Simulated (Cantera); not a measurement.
Standard-state values (1 bar) from the NASA 1993 polynomials, evaluated with Cantera. Values are per mole of reaction as written; species without (g) are pure solids or liquids, kept so even where they would boil at 1 bar.

a) 2 Pb + O2(g) ⇌ 2 PbO(g)
b) 0.8 Ta + O2(g) ⇌ 0.4 Ta2O5
c) V + O2(g) ⇌ VO2(g)
d) 1.333 Ti + O2(g) ⇌ 0.6667 Ti2O3

Q: Order these by ΔG° at 2198 K, most negative first.

A: d (-626 kJ), b (-453 kJ), c (-278 kJ), a (-106 kJ)
